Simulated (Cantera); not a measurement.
Stirred combustor or abatement burner

A perfectly stirred reactor is fed with 13.4 % CH₄, 0.483 % CO, 18.1 % O₂, 68.0 % N₂, equivalence ratio 1.5, at 1.00 bar; it is adiabatic with a 525 K inlet, and is followed from long to short residence time, starting on the burning branch (τ in s: 0.06, 0.026, 0.011, 0.0051, 0.0022, 0.00098, 0.00043, 0.00019, 8.3e-05, 3.6e-05, 1.6e-05, 7e-06, 3.1e-06).

Model: GRI-Mech 3.0 (53 species, 325 reactions), integrated in Cantera.

```json
[
 {"τ (s)": "0.060", "T (K)": "2067", "x CH₄": "0.000287", "x CO": "0.0873", "x O₂": "0.000144", "x C₂H₂": "4.13e-5", "x C₂H₄": "6.64e-7", "x CH₂CO": "5.66e-7"},
 {"τ (s)": "0.026", "T (K)": "2065", "x CH₄": "0.000464", "x CO": "0.0869", "x O₂": "0.000286", "x C₂H₂": "0.000106", "x C₂H₄": "2.03e-6", "x CH₂CO": "1.34e-6"},
 {"τ (s)": "0.011", "T (K)": "2061", "x CH₄": "0.000713", "x CO": "0.0864", "x O₂": "0.000572", "x C₂H₂": "0.000234", "x C₂H₄": "5.67e-6", "x CH₂CO": "3.03e-6"},
 {"τ (s)": "0.0051", "T (K)": "2054", "x CH₄": "0.00101", "x CO": "0.0858", "x O₂": "0.00105", "x C₂H₂": "0.000415", "x C₂H₄": "1.31e-5", "x CH₂CO": "5.83e-6"},
 {"τ (s)": "0.0022", "T (K)": "2042", "x CH₄": "0.00147", "x CO": "0.0852", "x O₂": "0.00203", "x C₂H₂": "0.000696", "x C₂H₄": "3.13e-5", "x CH₂CO": "1.13e-5"},
 {"τ (s)": "0.00098", "T (K)": "2019", "x CH₄": "0.00225", "x CO": "0.0848", "x O₂": "0.00399", "x C₂H₂": "0.00107", "x C₂H₄": "7.41e-5", "x CH₂CO": "2.17e-5"},
 {"τ (s)": "0.00043", "T (K)": "1964", "x CH₄": "0.00421", "x CO": "0.0847", "x O₂": "0.00914", "x C₂H₂": "0.00162", "x C₂H₄": "0.000216", "x CH₂CO": "5.07e-5"},
 {"τ (s)": "0.00019", "T (K)": "525", "x CH₄": "0.134", "x CO": "0.00483", "x O₂": "0.181", "x C₂H₂": "<1e-12", "x C₂H₄": "<1e-12", "x CH₂CO": "<1e-12"},
 {"τ (s)": "8.3e-5", "T (K)": "525", "x CH₄": "0.134", "x CO": "0.00483", "x O₂": "0.181", "x C₂H₂": "<1e-12", "x C₂H₄": "<1e-12", "x CH₂CO": "<1e-12"},
 {"τ (s)": "3.6e-5", "T (K)": "525", "x CH₄": "0.134", "x CO": "0.00483", "x O₂": "0.181", "x C₂H₂": "<1e-12", "x C₂H₄": "<1e-12", "x CH₂CO": "<1e-12"},
 {"τ (s)": "1.6e-5", "T (K)": "525", "x CH₄": "0.134", "x CO": "0.00483", "x O₂": "0.181", "x C₂H₂": "<1e-12", "x C₂H₄": "<1e-12", "x CH₂CO": "<1e-12"},
 {"τ (s)": "7.0e-6", "T (K)": "525", "x CH₄": "0.134", "x CO": "0.00483", "x O₂": "0.181", "x C₂H₂": "<1e-12", "x C₂H₄": "<1e-12", "x CH₂CO": "<1e-12"},
 {"τ (s)": "3.1e-6", "T (K)": "525", "x CH₄": "0.134", "x CO": "0.00483", "x O₂": "0.181", "x C₂H₂": "<1e-12", "x C₂H₄": "<1e-12", "x CH₂CO": "<1e-12"}
]
```
x: mole fraction; the columns are a selection and need not sum to one.
